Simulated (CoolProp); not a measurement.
A closed Brayton cycle with carbon dioxide: compressor inlet 321.15 K and 9.8 MPa, high pressure 32.4 MPa, turbine inlet 760 K, compressor efficiency 0.89, turbine efficiency 0.93, recuperator effectiveness 0.8 (on enthalpy, no pinch check). Each further row changes one setting.

Computed with CoolProp (reference Helmholtz-energy equation of state, Span 1996).

```tsv
case	thermal efficiency (%)	net work (kJ/kg)	compressor to turbine work	compressor exit (K)	turbine exit (K)
as stated	31.7	96.9	0.33	393.2	619.5
turbine inlet 710 K	30.0	[?]	0.36	393.2	574.7
compressor inlet 331.15 K	30.2	84.9	0.42	423.5	619.5
high pressure 27.5 MPa	[?]	[?]	0.31	383.0	[?]
recuperator effectiveness 0.5	[?]	96.9	0.33	393.2	619.5
```

### Question
What belongs in the gaps?

### Answer

- turbine inlet 710 K, net work (kJ/kg): 85.1
- high pressure 27.5 MPa, thermal efficiency (%): 30.3
- high pressure 27.5 MPa, net work (kJ/kg): 87.8
- high pressure 27.5 MPa, turbine exit (K): 638.2
- recuperator effectiveness 0.5, thermal efficiency (%): 25.1
